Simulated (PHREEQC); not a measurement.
Solution (10 °C): 0.0072 mol/kgw HF, 0.00053 mol/kgw CaCl2 and 0.0014 mol/kgw MnSO4. Closed to the air; pH follows from the charge balance.

Computed with PHREEQC (ion-association model, phreeqc.dat).

Each row changes one thing in this solution. This is a speciation only: nothing precipitates in the calculation.

| case | pH | ionic strength (mol/kgw) | Mn+2 (mol/kgw) | SO4-2 (mol/kgw) | HSO4- (mol/kgw) | MnSO4 (mol/kgw) |
|---|---|---|---|---|---|---|
| as made | 2.69 | 0.00869 | 0.00129 | 0.00114 | 0.000125 | 9.27e-5 |
| diluted 2-fold with water | 2.87 | 0.00479 | 0.000664 | 0.000609 | 4.73e-5 | 3.02e-5 |
| 0.00023 mol/kgw HBr added | 2.67 | 0.00883 | 0.00129 | 0.00113 | 0.000132 | 9.19e-5 |
| HF left out | 7.02 | 0.00655 | 0.00129 | 0.00124 | 6.64e-9 | 0.000110 |
| diluted 100-fold with water | (withheld) | 0.000139 | 1.40e-5 | 1.39e-5 | 6.32e-8 | (withheld) |
| temperature from 10 to 35 °C | 2.78 | 0.00808 | 0.00125 | 0.00106 | (withheld) | 0.000135 |
| CaCl2 replaced by FeCl2 at the same molality | 2.69 | 0.00870 | 0.00129 | 0.00114 | 0.000126 | 9.30e-5 |
| temperature from 10 to 90 °C | 3.03 | 0.00680 | 0.00117 | 0.000827 | 0.000304 | 0.000220 |
| temperature from 10 to 15 °C | 2.71 | 0.00857 | 0.00128 | 0.00112 | 0.000131 | 0.000101 |

Question: Fill in the missing entries.

Answer: 
- diluted 100-fold with water, pH: 4.18
- diluted 100-fold with water, MnSO4 (mol/kgw): 2.30e-8
- temperature from 10 to 35 °C, HSO4- (mol/kgw): 0.000162

Some of these states are supersaturated (in Fluorite, for instance). Constants without temperature data keep their 25 °C values here.
